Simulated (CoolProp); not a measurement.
Computed with CoolProp (reference Helmholtz-energy equation of state, Penoncello 2003).

### Question
For CHF3 (R23), give the phase and the cp (kJ/(kg K)), isothermal compressibility (1/MPa), expansivity (1/kK), conductivity (mW/(m K)) at 303.7 K and 0.906 MPa.

### Answer
- 303.7 K and 0.906 MPa: gas; cp 0.810, isothermal compressibility 1.19, expansivity 4.17, conductivity 15.1

Thermal conductivity comes from a separate model (Shan 2000).
